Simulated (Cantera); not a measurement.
Low-pressure radical oxidation in H2/O2

A perfectly stirred reactor is fed with H2 : O2 = 0.044 : 1 (molar parts), at 0.00190 bar; it is held at 1350 K, and followed from long to short residence time.

Detailed kinetics in Cantera: the H2/O2 subset of GRI-Mech 3.0, which has no nitrogen chemistry. Radical loss at walls, strong at low pressure, is not modelled. The temperature is held fixed by assumption; the heat of reaction is taken as removed at once.

```json
[
 {"τ (s)": "15", "x H2": "0.000211", "x O2": "0.946", "x H2O2": "6.14e-9", "x O": "0.00964", "x OH": "0.00262", "x HO2": "1.76e-7"},
 {"τ (s)": "5.8", "x H2": "0.000331", "x O2": "0.940", "x H2O2": "6.96e-9", "x O": "0.0152", "x OH": "0.00326", "x HO2": "2.13e-7"},
 {"τ (s)": "2.3", "x H2": "0.000464", "x O2": "0.933", "x H2O2": "7.49e-9", "x O": "0.0213", "x OH": "0.00382", "x HO2": "2.41e-7"},
 {"τ (s)": "0.90", "x H2": "0.000597", "x O2": "0.927", "x H2O2": "7.80e-9", "x O": "0.0263", "x OH": "0.00422", "x HO2": "2.58e-7"},
 {"τ (s)": "0.36", "x H2": "0.000747", "x O2": "0.924", "x H2O2": "8.07e-9", "x O": "0.0291", "x OH": "0.00449", "x HO2": "2.69e-7"},
 {"τ (s)": "0.14", "x H2": "0.00102", "x O2": "0.923", "x H2O2": "8.55e-9", "x O": "0.0302", "x OH": "0.00475", "x HO2": "2.77e-7"},
 {"τ (s)": "0.055", "x H2": "0.00163", "x O2": "0.923", "x H2O2": "9.54e-9", "x O": "0.0297", "x OH": "0.00513", "x HO2": "2.87e-7"},
 {"τ (s)": "0.022", "x H2": "0.00303", "x O2": "0.924", "x H2O2": "1.14e-8", "x O": "0.0278", "x OH": "0.00576", "x HO2": "3.00e-7"},
 {"τ (s)": "0.0085", "x H2": "0.00634", "x O2": "0.928", "x H2O2": "1.41e-8", "x O": "0.0239", "x OH": "0.00662", "x HO2": "3.11e-7"}
]
```
x: mole fraction; the columns are a selection and need not sum to one.
